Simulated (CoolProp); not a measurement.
Computed with CoolProp (reference Helmholtz-energy equation of state, Lemmon 2006). It is a short technical equation, of lower accuracy than the large ones.

Q: For carbon monoxide, give the phase and the density (kg/m³), cp (kJ/(kg K)), Joule-Thomson coefficient (K/MPa) at -189.85 °C and 18.5 MPa; -149.05 °C and 18.5 MPa; -108.35 °C and 18.5 MPa.

A: 
- -189.85 °C and 18.5 MPa: liquid; density 825, cp 2.01, Joule-Thomson coefficient -0.390
- -149.05 °C and 18.5 MPa: liquid; density 673, cp 2.03, Joule-Thomson coefficient -0.188
- -108.35 °C and 18.5 MPa: supercritical; density 498, cp 2.11, Joule-Thomson coefficient 0.412
